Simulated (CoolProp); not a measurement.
Vapour-liquid equilibrium of hydrogen sulfide (1) + isobutane (2) at 2.14 MPa; x and y are mole fractions of (1).

Values from CoolProp's multi-fluid Helmholtz-energy mixture model, Lemmon 2006 and Bücker 2006; pair parameters Kunz 2012.

Question: Give the bubble temperature and the first vapour's composition at x = 0.275, 0.425, 0.725. Is there an azeotrope?

Answer: x = 0.275: 64.0 °C, y = 0.589; x = 0.425: 50.7 °C, y = 0.736; x = 0.725: 36.0 °C, y = 0.885. No azeotrope shows between x = 0.05 and 0.95.

The pair parameters rest on a limited set of measurements; away from them the model extrapolates. The gap from Raoult's law changes sign with composition, which may be real or a fault of the pair parameters; it wasn't checked against measurements.
